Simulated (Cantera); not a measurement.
Input: 1 mol CS₂, 1.5 mol H₂, held at 120000 Torr.

These are equilibrium values from Cantera (NASA tables, ideal gas, pure condensed phases), not measurements of a reactor. Candidate condensed phases: C, C₆H₆, C₇H₈, C₈H₁₈, S; 83 gas species. The ideal-gas law is rough above about 30 bar. Gases not in the tables: S₃ to S₇. Kinetics and transport are ignored.

x: gas mole fraction; n: condensed amount in mol.

```
T (K)  x H₂S     x H₂  x CS₂    x S₂      x SH    x CH₄  n C(graphite)
-----  -----  -------  -----  ------  --------  -------  -------------
1075   0.845  0.00780  0.129  0.0180   1.82e-5        …          0.773
1175   0.831   0.0171  0.131  0.0202   5.79e-5        …          0.767
1275   0.808   0.0324  0.136  0.0226  0.000153        …          0.756
1375   0.774   0.0545  0.143  0.0255  0.000352        …          0.739
1475   0.732   0.0828  0.152  0.0289  0.000717        …          0.716
1575   0.682    0.116  0.163  0.0327   0.00132        …          0.689
1675   0.629    0.153  0.175  0.0367   0.00226        …          0.659
1775   0.573    0.190  0.187  0.0409   0.00359  0.00484          0.628
1875   0.518    0.227  0.198  0.0451   0.00538  0.00501          0.596
1975   0.465    0.263  0.208  0.0491   0.00767  0.00501          0.565
```

Some entries are withheld; supply them.


- 1075, x CH₄: 0.000439
- 1175, x CH₄: 0.000896
- 1275, x CH₄: 0.00156
- 1375, x CH₄: 0.00236
- 1475, x CH₄: 0.00319
- 1575, x CH₄: 0.00392
- 1675, x CH₄: 0.00448
